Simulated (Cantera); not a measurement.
A closed system holds: 1 mol SiHCl3, 52 mol N2, at 1925 K and 1.00 Torr.

Method: chemical equilibrium by Gibbs-energy minimisation in Cantera with the NASA 1993 tables (ideal gas, pure condensed phases). Candidate condensed phases: NH4Cl, Si, Si3N4; 28 gas species. The tables' values for SiCl, SiCl3 are old estimates; treat these amounts as uncertain. The numbers say what is thermodynamically allowed, not how fast it happens.

Base state: N2 0.958, SiCl2 0.0172, HCl 0.0138, Cl 0.00652, H2 0.00175, H 0.00109, Si 0.000780, SiCl 0.000408 (mole fractions); condensed: gas only.

**Question.** What changes in the equilibrium state with this change: pressure from 1.00 Torr to 7.50 Torr?

**Answer.** 
| species | before | after |
|---|---|---|
| N2 | 0.958 | 0.961 |
| SiCl2 | 0.0172 | 0.0181 |
| HCl | 0.0138 | 0.0155 |
| Cl | 0.00652 | 0.00304 |
| Si | 0.000780 | 6.69e-5 |
| SiCl3 | 6.28e-5 | 0.000231 |
| SiCl | 0.000408 | 0.000123 |
| H | 0.00109 | 0.000349 |
The tables' values for SiCl3, SiCl are old estimates; treat these amounts as uncertain.
